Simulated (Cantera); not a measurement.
Input: 1 mol CH₃SiCl₃, 0.4 mol C₃H₈, 750 mol H₂, equilibrated at 2100 K.

Cantera equilibrium calculation (NASA polynomials, part measured and part estimated; ideal gas, pure solids and liquids). Candidate condensed phases: C, C₆H₆, C₇H₈, C₈H₁₈, Si, SiC; 109 gas species. The feed counts by its element totals alone. Gases not in the tables: Si₂H₆ and higher silanes. Rates play no part.

log p: log10 of the partial pressure in bar; n: condensed amount in mol.

```csv
P (Pa),log p H₂,log p H,log p HCl,log p C₂H₂ (acetylene),n C(graphite),n SiC(s)
100,-3.05,-4.03,[?],-5.89,0.00627,0
240,-2.65,-3.83,[?],-5.50,0,0
560,-2.27,-3.64,[?],-5.13,0,0
1300,-1.90,-3.46,[?],-4.79,0,0.198
3200,-1.50,-3.26,[?],-4.49,0,0.621
7500,-1.13,-3.07,[?],-4.18,0,0.812
18000,-0.75,-2.88,[?],-3.83,0,0.904
42000,-0.38,-2.70,[?],-3.49,0,0.944
100000,0.00,-2.51,[?],-3.16,0,0.962
```

Problem. Fill in the missing entries.

Solution. 
- 100, log p HCl: -5.45
- 240, log p HCl: -5.06
- 560, log p HCl: -4.68
- 1300, log p HCl: -4.30
- 3200, log p HCl: -3.91
- 7500, log p HCl: -3.53
- 18000, log p HCl: -3.15
- 42000, log p HCl: -2.78
- 100000, log p HCl: -2.40
